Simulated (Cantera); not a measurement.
A Cantera script and what it prints.

```python
import numpy as np
import cantera as ct

gas_names = [...]  # 110 gases of nasa_gas.yaml made of C, H, O
cond_names = """
    C(gr) C6H6(L) C7H8(L) C8H18(L),n-octa H2O(s) H2O(L)
""".split()


# ... load() reads the species with a 1 bar reference pressure and builds the phases ...
atoms = {
    'C2H2': {'C': 2, 'H': 2},
    'H2O': {'H': 2, 'O': 1},
}
top_T = {'C(gr)': 4500}  # K; cautious upper limits of use, not melting points


# ... equilibrate(T, P, feed) seeds the gas with the atoms and calls Mixture.equilibrate('TP', solver="vcs", rtol=1e-11, max_steps=5000) ...
results = []
feed = {'C2H2': 1, 'H2O': 0.22}  # mol
P = 1333.22  # Pa
for T in [1875, 1925, 1975, 2025, 2075, 2125, 2175, 2225, 2275, 2325]:
    mix = equilibrate(T, P, feed)
    results.append((T, P, feed, dict(zip(mix.species_names, mix.species_moles))))
    x = sorted(zip(gas.X, gas.species_names), reverse=True)
    print(f"T = {T:g} K  P = {P:g} Pa  gas = {mix.phase_moles(0):.4g} mol")
    print("   x: " + "  ".join(f"{s} {v:.3e}" for v, s in x if v > 1e-06))
    print("   condensed (mol): " + ("  ".join(f"{mix.phase(i).name} {mix.phase_moles(i):.4g}"
          for i in range(1, mix.n_phases) if mix.phase_moles(i) > 1e-12) or "none"))
```

Result:

```
T = 1875 K  P = 1333.22 Pa  gas = 1.444 mol
   x: H2 8.421e-01  CO 1.524e-01  H 5.210e-03  C2H2,acetylene 2.668e-04  CH4 5.729e-06
   condensed (mol): C(gr) 1.779
T = 1925 K  P = 1333.22 Pa  gas = 1.445 mol
   x: H2 8.398e-01  CO 1.522e-01  H 7.588e-03  C2H2,acetylene 3.846e-04  CH4 4.912e-06
   condensed (mol): C(gr) 1.779
T = 1975 K  P = 1333.22 Pa  gas = 1.448 mol
   x: H2 8.367e-01  CO 1.520e-01  H 1.084e-02  C2H2,acetylene 5.433e-04  CH4 4.237e-06  CH3 1.090e-06
   condensed (mol): C(gr) 1.778
T = 2025 K  P = 1333.22 Pa  gas = 1.451 mol
   x: H2 8.324e-01  CO 1.516e-01  H 1.521e-02  C2H2,acetylene 7.533e-04  CH4 3.672e-06  CH3 1.323e-06
   condensed (mol): C(gr) 1.778
T = 2075 K  P = 1333.22 Pa  gas = 1.455 mol
   x: H2 8.268e-01  CO 1.512e-01  H 2.098e-02  C2H2,acetylene 1.026e-03  CH4 3.194e-06  CH3 1.586e-06
   condensed (mol): C(gr) 1.777
T = 2125 K  P = 1333.22 Pa  gas = 1.461 mol
   x: H2 8.195e-01  CO 1.506e-01  H 2.847e-02  C2H2,acetylene 1.373e-03  CH4 2.785e-06  CH3 1.878e-06  C2H 1.331e-06
   condensed (mol): C(gr) 1.776
T = 2175 K  P = 1333.22 Pa  gas = 1.468 mol
   x: H2 8.103e-01  CO 1.499e-01  H 3.806e-02  C2H2,acetylene 1.808e-03  C2H 2.742e-06  CH4 2.430e-06  CH3 2.196e-06  C4H2 1.641e-06
   condensed (mol): C(gr) 1.775
T = 2225 K  P = 1333.22 Pa  gas = 1.477 mol
   x: H2 7.986e-01  CO 1.489e-01  H 5.013e-02  C2H2,acetylene 2.342e-03  C2H 5.456e-06  C4H2 2.802e-06  CH3 2.536e-06  CH4 2.119e-06
   condensed (mol): C(gr) 1.773
T = 2275 K  P = 1333.22 Pa  gas = 1.488 mol
   x: H2 7.841e-01  CO 1.478e-01  H 6.511e-02  C2H2,acetylene 2.986e-03  C2H 1.051e-05  C4H2 4.652e-06  CH3 2.891e-06  CH4 1.844e-06  C2H2,vinylidene 1.005e-06
   condensed (mol): C(gr) 1.771
T = 2325 K  P = 1333.22 Pa  gas = 1.503 mol
   x: H2 7.664e-01  CO 1.464e-01  H 8.341e-02  C2H2,acetylene 3.747e-03  C2H 1.961e-05  C4H2 7.512e-06  CH3 3.250e-06  C3 1.981e-06  CH4 1.598e-06  C2H2,vinylidene 1.542e-06
   condensed (mol): C(gr) 1.769
```

These are equilibrium values from Cantera (NASA tables, ideal gas, pure condensed phases), not measurements of a reactor.
